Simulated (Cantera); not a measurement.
Charge: 1 mol Al, 2.2 mol NH3, 1.7 mol N2, equilibrated at 1675 K.

These are equilibrium values from Cantera (NASA tables, ideal gas, pure condensed phases), not measurements of a reactor. Candidate condensed phases: Al, AlN; 13 gas species. The numbers say what is thermodynamically allowed, not how fast it happens.

At 97.5 Torr, list the 3 most abundant gas species with their mole fractions, and the condensed phases.

H2 0.589, N2 0.411, H 0.000247. Condensed: AlN(s).
